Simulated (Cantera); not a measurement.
Input (Python, Cantera) and output of one run.

```python
import numpy as np
import cantera as ct

gas_names = [...]  # 123 gases of nasa_gas.yaml made of C, H, O, Si
cond_names = """
    C(gr) C6H6(L) C7H8(L) C8H18(L),n-octa H2O(s) H2O(L) Si(cr) Si(L) SiC(b) SiO2(Lqz) SiO2(hqz) SiO2(L)
""".split()


# ... load() reads the species with a 1 bar reference pressure and builds the phases ...
atoms = {
    'SiC': {'Si': 1, 'C': 1},
    'H2O': {'H': 2, 'O': 1},
    'H2': {'H': 2},
}
top_T = {'C(gr)': 4500, 'SiC(b)': 3050}  # K; cautious upper limits of use, not melting points


# ... equilibrate(T, P, feed) seeds the gas with the atoms and calls Mixture.equilibrate('TP', solver="vcs", rtol=1e-11, max_steps=5000) ...
results = []
feed = {'SiC': 1, 'H2O': 0.015, 'H2': 1}  # mol
P = 1000  # Pa
for T in [1548, 1623, 1698, 1773, 1848, 1923, 1998, 2073, 2148, 2223]:
    mix = equilibrate(T, P, feed)
    results.append((T, P, feed, dict(zip(mix.species_names, mix.species_moles))))

top = {s: max(r[3][s] / sum(r[3][g] for g in gas_names) for r in results) for s in gas_names}
cols = sorted((s for s in top if top[s] > 1e-06), key=lambda s: -top[s])[:8]
seen = [c for c in cond_names if any(r[3].get(c, 0) > 1e-12 for r in results)]
print("log10 of partial pressures in bar; condensed amounts in mol")
print(f"{'T/K':>10s}" + "".join(f"{s[:9]:>10s}" for s in cols + seen))
for T, P, feed, n in results:
    ng = sum(n[g] for g in gas_names)
    print(f"{T:10.4g}" + "".join(f"{np.log10(max(n[s] / ng * P / 1e5, 1e-99)):10.3f}" for s in cols)
          + "".join(f"{n.get(c, 0):10.4g}" for c in seen))
```

It prints:

```
log10 of partial pressures in bar; condensed amounts in mol
       T/K        H2         H        CO        Si       SiO      Si2C C2H2,acet       SiH    SiC(b)
      1548    -2.007    -5.515    -4.138    -8.245    -4.138   -10.903    -9.434    -8.825    0.9925
      1623    -2.007    -5.164    -4.138    -7.500    -4.138    -9.930    -8.966    -8.200    0.9925
      1698    -2.007    -4.843    -4.138    -6.821    -4.139    -9.046    -8.539    -7.632    0.9925
      1773    -2.008    -4.550    -4.136    -6.202    -4.141    -8.239    -8.147    -7.114    0.9925
      1848    -2.009    -4.280    -4.131    -5.637    -4.147    -7.504    -7.779    -6.643    0.9924
      1923    -2.011    -4.031    -4.116    -5.130    -4.166    -6.839    -7.417    -6.222     0.992
      1998    -2.014    -3.802    -4.078    -4.689    -4.217    -6.254    -7.028    -5.862    0.9912
      2073    -2.020    -3.590    -4.012    -4.333    -4.339    -5.766    -6.565    -5.583    0.9895
      2148    -2.029    -3.394    -3.936    -4.080    -4.594    -5.391    -5.981    -5.404     0.987
      2223    -2.041    -3.214    -3.887    -3.925    -5.015    -5.123    -5.280    -5.319    0.9836
```

Method: chemical equilibrium by Gibbs-energy minimisation in Cantera with the NASA 1993 tables (ideal gas, pure condensed phases). Gases not in the tables: Si2H6 and higher silanes.
